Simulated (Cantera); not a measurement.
A closed system holds: 1 mol CH₃OH, 0.47 mol O₂, 6.7 mol N₂, held at 1152 °C and 0.100 bar.

These are equilibrium values from Cantera (NASA tables, ideal gas, pure condensed phases), not measurements of a reactor. Candidate condensed phases: C, C₆H₆, C₇H₈, C₈H₁₈, H₂O; 136 gas species. The numbers say what is thermodynamically allowed, not how fast it happens.

Base state: N₂ 0.691, H₂ 0.130, CO 0.0821, H₂O 0.0759, CO₂ 0.0210 (mole fractions); condensed: gas only.

**Question.** What changes in the equilibrium state with this change: temperature from 1152 °C to 2225 °C?

**Answer.** 
```json
[
 {"species": "N₂", "before": "0.691", "after": "0.679"},
 {"species": "H₂", "before": "0.130", "after": "0.109"},
 {"species": "CO", "before": "0.0821", "after": "0.0908"},
 {"species": "H", "before": "7.79e-6", "after": "0.0260"},
 {"species": "CO₂", "before": "0.0210", "after": "0.0107"},
 {"species": "H₂O", "before": "0.0759", "after": "0.0792"},
 {"species": "O", "before": "<1e-9", "after": "0.000616"},
 {"species": "NO", "before": "2.06e-9", "after": "0.000630"}
]
```

**Question.** What changes in the equilibrium state with this change: O₂ from 0.47 to 0.65 mol?

**Answer.** 
```csv
species,before,after
N₂,0.691,0.691
H₂,0.130,0.103
H₂O,0.0759,0.103
CO₂,0.0210,0.0313
CO,0.0821,0.0718
```

**Question.** What changes in the equilibrium state with this change: temperature from 1152 °C to 1600 °C?

**Answer.** 
```
species   before     after
-------  -------  --------
N₂         0.691     0.690
H₂         0.130     0.123
CO        0.0821    0.0886
CO₂       0.0210    0.0144
H₂O       0.0759    0.0824
OH       9.92e-8   3.72e-5
H        7.79e-6  0.000717
```
